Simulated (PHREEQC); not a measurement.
A solution holds 0.004 mol/kgw HF, 0.0029 mol/kgw CuSO4 and 0.022 mol/kgw MnSO4, at 20 °C. Closed to the air; pH follows from the charge balance.

All values are PHREEQC results (ion-association model, wateq4f.dat), not measurements.

```yaml
pH: 2.99
ionic_strength: 0.0669 mol/kgw
total_alkalinity: -4.00 meq/kg
```

| species | molality | activity | log γ |
|---|---|---|---|
| SO4-2 | 0.0159 | 0.00679 | -0.370 |
| Mn+2 | 0.0148 | 0.00664 | -0.347 |
| MnSO4 | 0.00716 | 0.00727 | 0.007 |
| HF | 0.00200 | 0.00203 | 0.007 |
| F- | 0.00184 | 0.00146 | -0.101 |
| Cu+2 | 0.00180 | 0.000812 | -0.347 |
| H+ | 0.00121 | 0.00102 | -0.074 |
| CuSO4 | 0.00107 | 0.00109 | 0.007 |
| HSO4- | 0.000751 | 0.000604 | -0.095 |
| MnF+ | 8.26e-5 | 6.69e-5 | -0.092 |
| CuF+ | 2.55e-5 | 2.05e-5 | -0.094 |
| HF2- | 1.37e-5 | 1.09e-5 | -0.101 |
| H2F2 | 1.27e-5 | 1.29e-5 | 0.007 |
| CuOH+ | 9.98e-9 | 7.97e-9 | -0.098 |

No solid was allowed to form. Complexes and solids missing from the database can't appear.
